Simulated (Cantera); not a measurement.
An isothermal, constant-pressure homogeneous reactor starts with 26.3 % C₂H₆, 73.7 % N₂, at 1748 K and 18.0 Torr.

Detailed kinetics in Cantera: GRI-Mech 3.0 (53 species, 325 reactions). GRI-Mech 3.0 stops at C3 and has no aromatics, soot or wall deposition, so with more carbon than oxygen in the feed, carbon stays in small species such as C2H2 where larger ones or solid carbon would form. Radical loss at walls, strong at low pressure, is not modelled.

x: mole fraction; the columns are a selection and need not sum to one.

```csv
t (s),x C₂H₆,x H,x CH₂,x C₂H₄,x H₂,x HCN,x CH₃
1.00e-6,0.262,9.22e-7,3.65e-9,1.16e-7,4.00e-7,<1e-12,0.00121
1.09e-5,0.254,4.87e-5,4.09e-6,0.000111,0.000139,1.63e-11,0.0124
0.000119,0.123,0.00158,0.000122,0.0519,0.0509,5.80e-7,0.0652
0.00130,0.000292,0.00108,1.59e-5,0.0345,0.224,3.13e-6,0.00715
0.0141,(withheld),(withheld),(withheld),(withheld),(withheld),3.32e-6,(withheld)
0.154,4.28e-6,0.000533,1.21e-6,0.000219,0.317,4.26e-6,0.000772
1.68,3.09e-8,0.000850,1.94e-7,4.87e-5,0.342,9.28e-6,7.38e-5
18.3,7.49e-10,0.000871,2.60e-8,4.78e-5,0.344,1.74e-5,9.55e-6
200,6.70e-10,0.000871,(withheld),4.78e-5,0.344,(withheld),(withheld)
```

Q: Fill in the missing entries.

A: 
- 0.0141, x C₂H₆: 2.48e-5
- 0.0141, x H: 0.000394
- 0.0141, x CH₂: 2.08e-6
- 0.0141, x C₂H₄: 0.00167
- 0.0141, x H₂: 0.270
- 0.0141, x CH₃: 0.00177
- 200, x CH₂: 2.39e-8
- 200, x HCN: 6.51e-5
- 200, x CH₃: 8.77e-6
